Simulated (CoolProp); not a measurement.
R143a along the isobar 28.3 bar: density (kg/m³) from the reference equation and from simpler models built on Tc = 345.9 K, pc = 37.62 bar, ω = 0.261; each cubic takes its own stable root.

Model: reference Helmholtz-energy equation of state, Lemmon and Jacobsen 2000, in CoolProp.

```tsv
T (K)	phase	reference
214.3	liquid	1204
228.3	liquid	1167
242.4	liquid	1129
256.4	liquid	1088
270.4	liquid	1045
284.4	liquid	998.0
298.4	liquid	944.4
312.5	liquid	879.7
326.5	liquid	792.0
340.5	gas	138.1
354.5	gas	117.0
368.5	gas	104.5
382.6	gas	95.46
396.6	gas	88.56
410.6	gas	82.96
```

**Question.** How far does each simpler model (van der Waals, Soave-Redlich-Kwong, Peng-Robinson) lie from the reference over these 15 states: mean and median of the absolute difference, and the worst?

**Answer.** 
- van der Waals: mean 29.9 %, median 43.0 %, worst -82.0 % at 326.5 K and 28.3 bar
- Soave-Redlich-Kwong: mean 11.3 %, median 15.1 %, worst -22.9 % at 326.5 K and 28.3 bar
- Peng-Robinson: mean 4.0 %, median 4.1 %, worst -13.1 % at 326.5 K and 28.3 bar

At some of these states van der Waals gives the other phase, because its saturation line lies elsewhere.
